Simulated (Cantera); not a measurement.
Equilibrium for silicates and aluminates: SiO₂ + Al₂O₃ + H₂

Feed: 1 mol SiO₂, 0.55 mol Al₂O₃, 26 mol H₂, held at 668 Torr.

These are equilibrium values from Cantera (NASA tables, ideal gas, pure condensed phases), not measurements of a reactor. Candidate condensed phases: Al, Al₂O₃, Al₂SiO₅, Al₆Si₂O₁₃, H₂O, Si, SiO₂; 28 gas species. Mutual solubility and eutectic melting of coexisting phases are not modelled. The tables hold silica as quartz up to 1696 K and as liquid above; real silica turns to tridymite and cristobalite and melts near 1996 K. Condensed phases not in the tables: alloys, solid solutions and most ternary compounds. Kinetics and transport are ignored.

```csv
T (°C),log p H₂,log p H₂O,log p SiO,log p H,log p SiH₄,log p SiH₂,n Al₂SiO₅(andalusite),n SiO₂(β-quartz),n Al₆Si₂O₁₃(mullite)
827,-0.05,-7.40,-8.33,-7.61,-7.76,-10.31,0.550,0.450,0
852,-0.05,-7.23,-7.91,-7.38,-7.64,-9.96,0.550,0.450,0
877,-0.05,-7.06,-7.53,-7.15,-7.55,-9.65,0.550,0.450,0
902,-0.05,-6.88,-7.18,-6.94,-7.49,-9.38,0.550,0.450,0
927,-0.05,-6.69,-6.87,-6.73,-7.48,-9.17,0.550,0.450,0
952,-0.05,-6.49,-6.58,-6.53,-7.51,-9.00,0.550,0.450,0
977,-0.05,-6.28,-6.33,-6.34,-7.56,-8.87,0.550,0.450,0
1002,-0.05,-6.07,-6.09,-6.16,-7.64,-8.76,0,0.633,0.183
```
log p: log10 of the partial pressure in bar; n: condensed amount in mol.

From 827 °C to 977 °C the condensed part is Al₂SiO₅(andalusite) + SiO₂(β-quartz). At 1002 °C the condensed part is Al₆Si₂O₁₃(mullite) + SiO₂(β-quartz). The main Si-bearing gas is SiH₄ at 827 °C and SiO at 1002 °C.
